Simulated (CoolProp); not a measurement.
C3F8 (R218) along the isobar 2.93 MPa: fugacity coefficient from the reference equation and from simpler models built on Tc = 71.9 °C, pc = 2.640 MPa, ω = 0.317; each cubic takes its own stable root.

Values from CoolProp's reference Helmholtz-energy equation of state, Lemmon 2006. It is a short technical equation, of lower accuracy than the large ones.

| T (°C) | phase | reference | van der Waals | Redlich-Kwong | Soave-Redlich-Kwong | Peng-Robinson |
|---|---|---|---|---|---|---|
| -0.45 | liquid | 0.1418 | 0.3160 | 0.2010 | 0.1452 | 0.1402 |
| 16.25 | liquid | 0.2218 | 0.3897 | 0.2842 | 0.2276 | 0.2191 |
| 32.95 | liquid | 0.3226 | 0.4671 | 0.3794 | 0.3310 | 0.3183 |
| 49.75 | liquid | 0.4416 | 0.5463 | 0.4825 | 0.4515 | 0.4343 |
| 66.45 | liquid | 0.5697 | 0.6231 | 0.5851 | 0.5776 | 0.5561 |
| 83.15 | supercritical | 0.6746 | 0.6890 | 0.6677 | 0.6761 | 0.6515 |
| 99.95 | supercritical | 0.7308 | 0.7291 | 0.7152 | 0.7312 | 0.7057 |
| 116.65 | supercritical | 0.7729 | 0.7599 | 0.7519 | 0.7738 | 0.7481 |
| 133.35 | supercritical | 0.8068 | 0.7855 | 0.7822 | 0.8089 | 0.7832 |
| 150.15 | supercritical | 0.8351 | 0.8075 | 0.8079 | 0.8385 | 0.8131 |
| 166.85 | supercritical | 0.8588 | 0.8265 | 0.8299 | 0.8635 | 0.8386 |
